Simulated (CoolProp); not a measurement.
R245fa at 380.67 K and 2.26 MPa is throttled through a valve to 0.251 MPa with no heat exchange. Each further row changes one setting.

The numbers come from the reference Helmholtz-energy equation of state, Akasaka 2015 in CoolProp.

```tsv
case	temperature change (K)	final phase	final density (kg/m³)
as stated	-67.5	(withheld)	(withheld)
outlet pressure 0.0753 MPa	-99.7	(withheld)	(withheld)
outlet pressure 0.326 MPa	(withheld)	(withheld)	36.0
```

**Question.** Fill in the missing entries.

**Answer.** 
- as stated, final phase: two-phase, vapour fraction 0.542
- as stated, final density (kg/m³): 25.7
- outlet pressure 0.0753 MPa, final phase: two-phase, vapour fraction 0.704
- outlet pressure 0.0753 MPa, final density (kg/m³): 6.35
- outlet pressure 0.326 MPa, temperature change (K): -59.3
- outlet pressure 0.326 MPa, final phase: two-phase, vapour fraction 0.495
